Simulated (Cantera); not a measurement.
Mixture: CH₄ : CO : O₂ : N₂ = 1 : 0.5 : 3.52 : 13.2 (molar parts), equivalence ratio 0.64, at 3.65 atm, adiabatic and at constant volume. Ignition delay is the time to a rise of 400 K.

Detailed kinetics in Cantera: GRI-Mech 3.0 (53 species, 325 reactions).

**Question.** Predict: delay at 1025 K; delay at 1225 K; delay at 1425 K; delay at 1625 K; apparent activation energy between 1525 and 1725 K.

**Answer.** 
| Property | Result |
|---|---|
| delay at 1025 K | 0.217 s |
| delay at 1225 K | 8.86 ms |
| delay at 1425 K | 0.743 ms |
| delay at 1625 K | 0.112 ms |
| apparent activation energy between 1525 and 1725 K | 180 kJ/mol |
